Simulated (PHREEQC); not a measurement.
Alkaline etch or developer (model solution)

Make-up at 25 °C: 0.0064 mol NH3 and 0.046 mol K2CO3 per kg of water. Closed to the air; pH follows from the charge balance.

All values are PHREEQC results (ion-association model, wateq4f.dat), not measurements.

pH: 11.26
ionic strength: 0.136 mol/kgw
total alkalinity: 98.4 meq/kg

```tsv
species	molality	activity	log γ
K+	0.0920	0.0682	-0.130
CO3-2	0.0436	0.0153	-0.455
NH3	0.00632	0.00632	0.000
OH-	0.00244	0.00180	-0.132
HCO3-	0.00236	0.00181	-0.114
NH4+	8.05e-5	6.16e-5	-0.117
CO2	2.20e-8	2.27e-8	0.014
```

This is a speciation only: nothing precipitates in the calculation. Complexes and solids missing from the database can't appear.
